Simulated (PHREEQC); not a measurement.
Make-up at 25 °C: 20 mmol/kgw ZnCl2, 52 mmol/kgw NaAlO2 and 0.47 mmol/kgw LiCl. Closed to the air; pH follows from the charge balance.

All values are PHREEQC results (ion-association model, wateq4f.dat), not measurements.

* **pH**: 7.56
* **ionic strength**: 0.109 mol/kgw
* **total alkalinity**: 208 meq/kg

```json
[
 {"species": "Na+", "molality": "0.0520", "activity": "0.0404", "log γ": "-0.109"},
 {"species": "Al(OH)4-", "molality": "0.0513", "activity": "0.0395", "log γ": "-0.113"},
 {"species": "Cl-", "molality": "0.0394", "activity": "0.0299", "log γ": "-0.120"},
 {"species": "Zn+2", "molality": "0.0185", "activity": "0.00722", "log γ": "-0.408"},
 {"species": "ZnCl+", "molality": "0.000761", "activity": "0.000580", "log γ": "-0.118"},
 {"species": "Al(OH)3", "molality": "0.000567", "activity": "0.000582", "log γ": "0.011"},
 {"species": "Li+", "molality": "0.000470", "activity": "0.000372", "log γ": "-0.102"},
 {"species": "ZnOH+", "molality": "0.000368", "activity": "0.000286", "log γ": "-0.110"},
 {"species": "ZnOHCl", "molality": "0.000251", "activity": "0.000258", "log γ": "0.011"}
]
```

This is a speciation only: nothing precipitates in the calculation. Examples of supersaturated solids here: Al(OH)3(a), Zn5(OH)8Cl2. Others may be too. Species that the database lacks are ignored.
